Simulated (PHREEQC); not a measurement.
0.021 g of hydrous ferric oxide (600 m²/g; 0.2 weak and 0.005 strong sites per Fe, Dzombak-Morel constants, diffuse double layer) in 1 kg of water with 0.1 mol/kgw of an inert sodium salt, at 25 °C; the pH is set by adding NaOH or the inert anion's acid. Oxygen alone is held at its pressure in air (log pO2 = -0.68). CO2 from the air is kept out. Nothing may precipitate in this run.

The numbers come from PHREEQC with the ion-association model, wateq4f.dat.

| pH | surface charge σ (C/m²) | surface potential ψ (mV) |
|---|---|---|
| 3 | 0.363 | 153 |
| 3.5 | 0.350 | 151 |
| 4 | 0.321 | 147 |
| 4.5 | 0.272 | 138 |
| 5 | 0.215 | 126 |
| 5.5 | 0.159 | 111 |
| 6 | … | 93 |
| 6.5 | 0.074 | … |
| 7 | 0.045 | 52 |
| 7.5 | 0.022 | 29 |
| 8 | … | 5 |
| 8.5 | -0.014 | … |
| 9 | -0.034 | -42 |
| 9.5 | -0.060 | -65 |
| 10 | -0.094 | -85 |
| 10.5 | -0.137 | -104 |
| 11 | -0.190 | -120 |

Q: Complete the blanks.

A: 
- 6, surface charge σ (C/m²): 0.111
- 6.5, surface potential ψ (mV): 74
- 8, surface charge σ (C/m²): 0.004
- 8.5, surface potential ψ (mV): -19

Complexes and solids missing from the database can't appear. The oxide is taken as insoluble; below pH 4 it would dissolve.
